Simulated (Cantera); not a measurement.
Equilibrium for silicon oxide and oxynitride deposition: Si2H6 + H2O + N2

Charge: 1 mol Si2H6, a varied amount of H2O, 31 mol N2, equilibrated at 2073.15 K and 0.610 bar.

Equilibrium computed with Cantera from the NASA thermochemical tables; the gas is ideal and each condensed phase is pure. Candidate condensed phases: H2O, Si, SiO2, Si2N2O, Si3N4; 35 gas species. The feed counts by its element totals alone. Mutual solubility and eutectic melting of coexisting phases are not modelled. The tables' values for SiN are old estimates; treat these amounts as uncertain. The tables hold silica as quartz up to 1696 K and as liquid above; real silica turns to tridymite and cristobalite and melts near 1996 K. Gases not in the tables: Si(OH)4, Si2H6 and higher silanes. Rates play no part.

At 1.2 mol H2O the condensed part is Si2N2O(s) + Si3N4(s). From 1.4 mol H2O to 1.9 mol H2O the condensed part is Si2N2O(s). From 2.1 mol H2O to 4.9 mol H2O the condensed part is SiO2(l). The share of Si in condensed phases is highest at 4.9 mol H2O (95.2 %) and lowest at 2.1 mol H2O (3.2 %).

```csv
n(H2O) (mol),log p N2,log p H2,log p SiO,log p H2O,log p H,log p Si,log p Si2N,n Si2N2O(s),n Si3N4(s),n SiO2(l)
1.2,-0.28,-1.14,-1.90,-6.22,-3.15,-4.07,-4.84,0.476,0.105,0
1.4,-0.28,-1.13,-1.86,-6.12,-3.14,-4.11,-4.93,0.592,0,0
1.6,-0.29,-1.12,-1.70,-5.79,-3.14,-4.27,-5.24,0.395,0,0
1.9,-0.30,-1.10,-1.53,-5.46,-3.13,-4.42,-5.55,0.0964,0,0
2.1,-0.30,-1.09,-1.51,-3.25,-3.13,-6.59,-9.91,0,0,0.0648
2.5,-0.30,-1.06,-1.61,-3.12,-3.11,-6.79,-10.29,0,0,0.453
2.8,-0.30,-1.04,-1.69,-3.01,-3.10,-6.97,-10.65,0,0,0.739
3.2,-0.30,-1.01,-1.85,-2.83,-3.09,-7.27,-11.25,0,0,1.11
3.7,-0.31,-0.98,-2.11,-2.54,-3.07,-7.80,<-12,0,0,1.52
4.3,-0.31,-0.97,-2.52,-2.11,-3.06,-8.62,<-12,0,0,1.81
4.9,-0.31,-0.97,-2.83,-1.81,-3.06,-9.23,<-12,0,0,1.90
```
log p: log10 of the partial pressure in bar; n: condensed amount in mol.
